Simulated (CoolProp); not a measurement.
Vapour-liquid equilibrium of fluoroethane (R161) (1) + R227EA (2) at 39.15 °C; x and y are mole fractions of (1).

Computed with CoolProp (multi-fluid Helmholtz-energy mixture model, Wu 2012 and Lemmon 2016; pair parameters Bell 2016).

| x | bubble pressure (MPa) | y at the bubble point | dew pressure at overall composition x (MPa) | liquid density (mol/L) |
|---|---|---|---|---|
| 0.05 | 0.6893 | 0.055 | 0.6889 | 8.015 |
| 0.2 | 0.7233 | 0.251 | 0.7113 | 8.717 |
| 0.35 | 0.7947 | 0.458 | 0.7524 | 9.481 |
| 0.5 | 0.8966 | 0.639 | 0.8143 | 10.33 |
| 0.65 | 1.018 | 0.782 | 0.9043 | 11.28 |
| 0.8 | 1.151 | 0.891 | 1.037 | 12.37 |
| 0.95 | 1.289 | 0.976 | 1.243 | 13.65 |

No azeotrope shows between x = 0.05 and 0.95.

Pair parameters are fitted to limited data, so mixtures are less certain than the pure fluids.
